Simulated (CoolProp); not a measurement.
Toluene at several states: density (kg/m³) from the reference equation and from simpler models built on Tc = 318.6 °C, pc = 4.126 MPa, ω = 0.266; each cubic takes its own stable root.

The numbers come from the reference Helmholtz-energy equation of state, Lemmon 2006 in CoolProp. It is a short technical equation, of lower accuracy than the large ones.

```json
[
 {"T (°C)": "308.45", "p (MPa)": "0.114", "phase": "gas", "reference": "2.196"},
 {"T (°C)": "81.65", "p (MPa)": "0.669", "phase": "liquid", "reference": "808.9"},
 {"T (°C)": "41.55", "p (MPa)": "3.39", "phase": "liquid", "reference": "849.6"},
 {"T (°C)": "95.35", "p (MPa)": "0.0117", "phase": "gas", "reference": "0.3537"},
 {"T (°C)": "-49.55", "p (MPa)": "16.7", "phase": "liquid", "reference": "939.6"}
]
```

### Question
How far does each simpler model (van der Waals, Redlich-Kwong, Soave-Redlich-Kwong, Peng-Robinson) lie from the reference over these 5 states: mean and median of the absolute difference, and the worst?

### Answer
- van der Waals: mean 24.7 %, median 40.7 %, worst -41.1 % at -49.55 °C and 16.7 MPa
- Redlich-Kwong: mean 7.9 %, median 12.7 %, worst -13.6 % at -49.55 °C and 16.7 MPa
- Soave-Redlich-Kwong: mean 6.8 %, median 10.4 %, worst -12.8 % at -49.55 °C and 16.7 MPa
- Peng-Robinson: mean 0.8 %, median 0.5 %, worst -2.4 % at -49.55 °C and 16.7 MPa
